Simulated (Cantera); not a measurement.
Feed: 1 mol SiCl₄, a varied amount of H₂O, held at 723 K and 0.133 bar.

Cantera equilibrium calculation (NASA polynomials, part measured and part estimated; ideal gas, pure solids and liquids). Candidate condensed phases: H₂O, Si, SiO₂; 30 gas species. Kinetics and transport are ignored.

x: gas mole fraction; n: condensed amount in mol.

```
n(H₂O) (mol)  x HCl    x H₂O   x SiCl₄     x H₂    x Cl₂  n SiO₂(α-quartz)
------------  -----  -------  --------  -------  -------  ----------------
0.95          0.784  5.16e-8     0.216  5.62e-8  5.59e-8             0.475
1.1           0.830  6.54e-8     0.170  5.95e-8  5.92e-8             0.550
1.3           0.881  8.82e-8     0.119  6.32e-8  6.29e-8             0.650
1.5           0.923  1.20e-7    0.0769  6.62e-8  6.58e-8             0.750
1.8           0.973  2.25e-7    0.0270  6.98e-8  6.93e-8             0.900
2.1           0.976   0.0244  2.33e-12  7.00e-8  6.95e-8              1.00
2.4           0.909   0.0909    <1e-12  6.52e-8  6.48e-8              1.00
2.9           0.816    0.184    <1e-12  5.86e-8        …              1.00
3.4           0.741    0.259    <1e-12  5.32e-8        …              1.00
3.9           0.678    0.322    <1e-12  4.87e-8        …              1.00
4.6           0.606    0.394    <1e-12  4.35e-8        …              1.00
5.4           0.541    0.459    <1e-12  3.88e-8        …              1.00
```

Problem. What belongs in the gaps?

Solution. 
- 2.9, x Cl₂: 5.82e-8
- 3.4, x Cl₂: 5.28e-8
- 3.9, x Cl₂: 4.83e-8
- 4.6, x Cl₂: 4.32e-8
- 5.4, x Cl₂: 3.85e-8
